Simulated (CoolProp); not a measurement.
A simple Rankine cycle with ammonia: condensing at 303.15 K, boiler at 7.15 MPa, turbine inlet 385.1 K, turbine efficiency 0.8, pump efficiency 0.7, no recuperator. Each further row changes one setting.

The numbers come from the reference Helmholtz-energy equation of state, Gao 2020 in CoolProp.

```csv
case,thermal efficiency (%),net work (kJ/kg),heat in (kJ/kg),turbine exit temperature (K),volume ratio over the turbine
as stated,13.1,___,1100,303.1,___
turbine inlet 405.1 K,13.6,166,___,303.1,___
condensing temperature 295.15 K,14.4,164,___,295.1,7.22
boiler pressure 5 MPa,___,140,1220,303.1,3.64
turbine efficiency 0.7,11.3,___,1100,303.1,5.87
```

Q: Complete the blanks.

A: 
- as stated, net work (kJ/kg): 145
- as stated, volume ratio over the turbine: 5.75
- turbine inlet 405.1 K, heat in (kJ/kg): 1210
- turbine inlet 405.1 K, volume ratio over the turbine: 5.14
- condensing temperature 295.15 K, heat in (kJ/kg): 1140
- boiler pressure 5 MPa, thermal efficiency (%): 11.5
- turbine efficiency 0.7, net work (kJ/kg): 125

The expansion ends wet for: as stated; turbine inlet 405.1 K; condensing temperature 295.15 K; boiler pressure 5 MPa; turbine efficiency 0.7.
